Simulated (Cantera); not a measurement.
# Ignition delay

Mixture: 10.4 % CH₃OH, 21.7 % O₂, 56.5 % N₂, 11.5 % CO₂, at 85000 Pa, adiabatic and at constant pressure. Ignition delay is the time to a rise of 400 K.

Detailed kinetics in Cantera: GRI-Mech 3.0 (53 species, 325 reactions). GRI-Mech 3.0 was tuned for natural gas; its chemistry of methanol as a main component is partial and can be far from experiment.

| T0 (K) | delay (ms) |
|---|---|
| 1473 | 0.342 |
| 1548 | 0.175 |
| 1623 | 0.0978 |
| 1698 | 0.0583 |
| 1773 | 0.0367 |

* **apparent activation energy between 1623 and 1773 K**: 160 kJ/mol
